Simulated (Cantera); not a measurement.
Feed: 1 mol PbO, 0.76 mol CH4, 0.15 mol N2, at 1900 K and 0.0975 Torr.

These are equilibrium values from Cantera (NASA tables, ideal gas, pure condensed phases), not measurements of a reactor. Candidate condensed phases: C, C6H6, C7H8, C8H18, H2O, Pb, PbO, PbO2, Pb3O4; 139 gas species. Equilibrium is a limit: real reactors are often held back by kinetics, nucleation or transport.

Problem. What is the equilibrium state?

Solution. 
```
Property                                    Value
--------------------------------------  ---------
x(H2)                                       0.353
x(Pb)                                       0.285
x(CO)                                       0.209
x(H2O)                                     0.0594
x(N2)                                      0.0428
x(H)                                       0.0414
x(CO2)                                    0.00833
x(OH)                                    0.000571
x(PbO)                                   0.000148
gas amount                              3.504 mol
log10 activity of Pb(l) (absent)            -4.14
log10 activity of C(graphite) (absent)      -7.54
```
